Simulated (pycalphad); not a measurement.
CALPHAD calculation (pycalphad, COST 507 light-alloy database (1999)), 1 atm. The database dates from 1999; later assessments differ in places, in temperatures and in the compounds included. Phase fractions are per mole of atoms. Kinetics are ignored, which matters at the lower temperatures.

Task: Give the equilibrium state of Ti-15.25C (at.%) at 1977 °C.

Result: LIQUID, fraction 0.666, with 7.0 C at.%; FCC_A1, fraction 0.334, with 31.7 C at.%.

Task: Give the equilibrium state of Ti-15.25C (at.%) at 777 °C.

Result: 
```
T = 1050.00 K, P = 101325 Pa, N = 1 mol of atoms
G = -76700 J/mol, H = -13500 J/mol, S = 60.19 J/(mol K)  (SER reference)
chemical potentials (J/mol): Ti -48185, C -235168
phase             fraction      x(Ti)       x(C)
HCP_A3              0.5816     0.9900     0.0100
FCC_A1              0.4184     0.6494     0.3506
```

FCC_A1 is fcc; HCP_A3 is hcp. The fcc model also describes the rock-salt carbide or nitride (TiC, TiN, HfC).
